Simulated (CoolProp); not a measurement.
Vapour-liquid equilibrium of cyclohexane (1) + m-xylene (2) at 28.25 °C; x and y are mole fractions of (1).

The numbers come from the multi-fluid Helmholtz-energy mixture model, Zhou 2014 and Zhou 2012; pair parameters Bell 2016 in CoolProp.

| x | bubble pressure (MPa) | y at the bubble point | dew pressure at overall composition x (MPa) | liquid density (mol/L) |
|---|---|---|---|---|
| 0.05 | 0.002336 | 0.452 | 0.001411 | 8.120 |
| 0.125 | 0.003736 | 0.683 | 0.001524 | 8.192 |
| 0.2 | 0.005028 | 0.783 | 0.001656 | 8.265 |
| 0.275 | 0.006215 | 0.839 | 0.001813 | 8.339 |
| 0.35 | 0.007306 | 0.875 | 0.002003 | 8.414 |
| 0.425 | 0.008313 | 0.900 | 0.002238 | 8.492 |
| 0.5 | 0.009250 | 0.919 | 0.002534 | 8.571 |
| 0.575 | 0.01014 | 0.935 | 0.002920 | 8.652 |
| 0.65 | 0.01099 | 0.948 | 0.003444 | 8.735 |
| 0.725 | 0.01182 | 0.960 | 0.004193 | 8.821 |
| 0.8 | 0.01266 | 0.971 | 0.005347 | 8.909 |
| 0.875 | 0.01352 | 0.982 | 0.007323 | 9.000 |
| 0.95 | 0.01441 | 0.993 | 0.01110 | 9.094 |

No azeotrope shows between x = 0.05 and 0.95.

The pair parameters rest on a limited set of measurements; away from them the model extrapolates.
